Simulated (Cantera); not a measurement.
Input: 1 mol S, 0.065 mol O₂, 5.8 mol H₂, held at 2098.15 K and 10.0 Pa.

Cantera equilibrium calculation (NASA polynomials, part measured and part estimated; ideal gas, pure solids and liquids). The numbers say what is thermodynamically allowed, not how fast it happens.

```csv
species,before,after
H,0.245,0.516
H₂,0.631,0.370
S,0.0793,0.0917
S₂,0.0183,0.00350
O,0.000124,0.00111
H₂S,0.000390,6.69e-5
OH,0.000447,0.00116
SH,0.00944,0.00439
H₂O,0.00972,0.00535
SO₂,0.000171,0.000125
```
Gas species are given as mole fractions.

Task: What was changed between the two runs?
A) O₂ from 0.065 to 0.04 mol
B) temperature from 2098.15 K to 2275 K
C) temperature from 2098.15 K to 1675 K
D) pressure from 10.0 Pa to 1.50 mbar

Result: B, temperature from 2098.15 K to 2275 K
